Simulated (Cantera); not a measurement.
A closed system holds: 1 mol BF3, 2.5 mol O2, 2.1 mol N2, held at 1673 K and 0.233 Torr.

Cantera equilibrium calculation (NASA polynomials, part measured and part estimated; ideal gas, pure solids and liquids). Candidate condensed phases: B, BN, B2O3; 31 gas species. Rates play no part.

Base state: O2 0.441, N2 0.372, BF3 0.175, F 0.00583, BOF 0.00291, NO 0.00260, O 0.00126, BOF2 1.60e-5 (mole fractions); condensed: gas only.

**Question.** What changes in the equilibrium state with this change: pressure from 0.233 Torr to 10.0 Torr?

**Answer.** 
```csv
species,before,after
O2,0.441,0.444
N2,0.372,0.373
BF3,0.175,0.178
F,0.00583,0.000900
BOF,0.00291,0.000442
O,0.00126,0.000193
BOF2,1.60e-5,1.62e-5
NO,0.00260,0.00262
```
